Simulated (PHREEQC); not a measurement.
Make-up at 20 °C: 0.003 mol NH4HF2, 0.00015 mol (NH4)2SiF6 and 0.00066 mol H3AsO4 per kg of water. Closed to the air; pH follows from the charge balance.

Model: ion-association model, wateq4f.dat, run in PHREEQC.

```
quantity                   before     after
------------------------  -------  --------
pH                           3.16      3.70
ionic strength (mol/kgw)  0.00419   0.00359
F- (mol/kgw)              0.00312   0.00270
HF (mol/kgw)              0.00277  0.000685
HF2- (mol/kgw)            3.18e-5   6.81e-6
H2F2 (mol/kgw)            2.39e-5   1.46e-6
```

Name the change that produced these shifts.
A. 0.00047 mol/kgw Li2CO3 added
B. temperature from 20 to 60 °C
C. H3AsO4 left out
D. NH4HF2 replaced by LiF at the same molality
E. H3AsO4 replaced by Na2HAsO4 at the same molality

D, NH4HF2 replaced by LiF at the same molality

No solid was allowed to form. SiF6-2 is the database's only silicon fluoride.
